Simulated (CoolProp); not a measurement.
The fluid at 298.15 K and 0.557 MPa expands adiabatically to 0.0384 MPa with isentropic efficiency 0.7. The same conditions are run with several fluids, on thermodynamics alone (safety and materials aside).

Model: reference Helmholtz-energy equation of state of each fluid (carbonyl sulfide: Lemmon 2006; R404A: Lemmon 2003; R410A: Lemmon 2003; methane: Setzmann 1991; normal hydrogen: Leachman 2009), in CoolProp. Blends and air are pseudo-pure fits.

**Question.** Rank carbonyl sulfide, R404A, R410A, methane, normal hydrogen by work (kJ/kg), highest first.

**Answer.** normal hydrogen (1590), methane (211), carbonyl sulfide (57.8), R410A (49.7), R404A (38.9)

```tsv
fluid	final temperature (K)	final phase	final density (kg/m³)
carbonyl sulfide	204.0	two-phase, vapour fraction 0.988	1.40
R404A	240.4	gas	1.90
R410A	221.3	gas	1.54
methane	197.5	gas	0.376
normal hydrogen	184.2	gas	0.0505
```
